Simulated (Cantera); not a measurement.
Equilibrium for hydrogen reduction and annealing atmospheres: FeS2 + H2 + H2O

Input: 1 mol FeS2, 2.9 mol H2, 0.77 mol H2O, at 1625 K.

Cantera equilibrium calculation (NASA polynomials, part measured and part estimated; ideal gas, pure solids and liquids). Candidate condensed phases: Fe, FeO, Fe(OH)2, Fe(OH)3, FeS, FeSO4, FeS2, Fe2O3, Fe2(SO4)3, Fe3O4, H2O, H2SO4, S; 22 gas species. FeS: taken at fixed stoichiometry. Kinetics and transport are ignored.

From 10.0 Pa to 36.0 Pa the condensed part is Fe(γ). From 1.30 mbar to 10.0 bar the condensed part is FeS(l). The main Fe-bearing gas is Fe at 10.0 Pa and Fe(OH)2 at 10.0 bar.

```csv
P (Pa),log p H2,log p H2S,log p H2O,log p S2,log p Fe,log p SO,n Fe(γ),n FeS(l)
10,-4.21,-6.26,-4.89,-4.73,-5.76,-5.94,0.916,0
36,-3.65,-5.41,-4.29,-4.16,-5.76,-5.60,0.977,0
130,-3.05,-4.66,-3.64,-3.86,-5.89,-5.41,0,0.996
460,-2.51,-3.86,-3.08,-3.33,-6.15,-5.13,0,0.999
1700,-1.95,-3.04,-2.50,-2.81,-6.42,-4.84,0,1.000
6000,-1.42,-2.27,-1.94,-2.34,-6.65,-4.58,0,1.000
22000,-0.88,-1.51,-1.36,-1.91,-6.87,-4.33,0,1.000
77000,-0.36,-0.83,-0.81,-1.58,-7.03,-4.13,0,1.000
280000,0.18,-0.18,-0.24,-1.36,-7.14,-3.99,0,1.000
1000000,0.72,0.41,0.32,-1.25,-7.19,-3.92,0,1.000
```
log p: log10 of the partial pressure in bar; n: condensed amount in mol.
